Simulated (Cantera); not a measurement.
## Hydrocarbon pyrolysis for carbon deposition

A perfectly stirred reactor is fed with CH4 : N2 = 1 : 34 (molar parts), at 10.00 Torr; it is held at 1900 K, and followed from long to short residence time.

Cantera simulation using GRI-Mech 3.0 (53 species, 325 reactions); the numbers are that mechanism's predictions, not measurements. GRI-Mech 3.0 stops at C3 and has no aromatics, soot or wall deposition, so with more carbon than oxygen in the feed, carbon stays in small species such as C2H2 where larger ones or solid carbon would form. Radical loss at walls, strong at low pressure, is not modelled.

```csv
τ (s),x CH4,x CH3,x H2,x CH2,x C2H,x H,x C2H2
0.60,0.00349,0.000456,0.0359,3.11e-6,1.08e-6,0.000250,0.0119
0.24,0.00637,0.000694,0.0314,3.69e-6,8.11e-7,0.000190,0.0103
0.097,0.0108,0.000986,0.0245,4.06e-6,5.55e-7,0.000134,0.00776
0.039,0.0170,0.00124,0.0150,3.85e-6,2.97e-7,7.83e-5,0.00435
0.016,0.0236,0.00120,0.00554,2.60e-6,9.22e-8,3.14e-5,0.00125
0.0064,0.0273,0.000705,0.000950,9.20e-7,1.15e-8,8.64e-6,0.000102
0.0026,0.0282,0.000307,0.000193,2.19e-7,6.09e-10,4.07e-6,3.93e-6
```
x: mole fraction; the columns are a selection and need not sum to one.
